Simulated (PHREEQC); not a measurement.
City or well water (model solution)

Synthetic water in mmol/kgw, 20 °C, pH 8.62, pe 10:

| constituent | mmol/kgw |
|---|---|
| Na | 3.65 |
| K | 0.847 |
| Ca | 0.241 |
| Mg | 1.54 |
| Cl | 0.996 |
| S(6) | 2.1 |
| Alkalinity (meq/kgw) | 2.71 |
| Br | 0.0792 |
| Li | 0.0309 |
| Pb | 0.197 |

Valence states are taken as typed.

All values are PHREEQC results (ion-association model, phreeqc.dat), not measurements.

This is a speciation only: nothing precipitates in the calculation.

Q: Predict the ionic strength, specific conductance.

A: ionic strength 0.0106 mol/kgw; specific conductance 701 µS/cm.

Q: In which forms is Pb present?

A: PbCO3 87 %, Pb(CO3)2-2 11 %, PbOH+ 1.4 % of the Pb.

The solution is supersaturated, for example in Pb(OH)2, Cerussite, so a real one may precipitate; this is no full list. Complexes and solids missing from the database can't appear.
